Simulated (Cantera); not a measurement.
Feed: 1 mol Si2H6, 0.62 mol NO, equilibrated at 70.0 Pa.

Cantera equilibrium calculation (NASA polynomials, part measured and part estimated; ideal gas, pure solids and liquids). Candidate condensed phases: H2O, Si, SiO2, Si2N2O, Si3N4; 35 gas species. The feed counts by its element totals alone. The tables' values for SiN are old estimates; treat these amounts as uncertain. Gases not in the tables: Si2H6 and higher silanes. The numbers say what is thermodynamically allowed, not how fast it happens. All values below are at 1998 K.

Base state: H2 0.672, SiO 0.144, N2 0.0719, Si 0.0608, H 0.0497, SiH 0.000898, Si2 0.000627, Si2N 0.000148 (mole fractions); condensed: Si(l).

What changes in the equilibrium state with this change: Si2H6 replaced by TEOS?


```tsv
species	before	after
H2	0.672	0.626
CO	0	0.298
H	0.0497	0.0480
SiO	0.144	0.00276
Si	0.0608	0.00331
N2	0.0719	0.0193
HCN	0	0.00161
C2H2 (acetylene)	0	0.000475
SiC2	0	0.000136
Si(l), mol	1.11	0
C(graphite), mol	0	2.48
SiC(s), mol	0	0.901
```
Further candidate phases: C, C6H6, C7H8, C8H18, SiC.
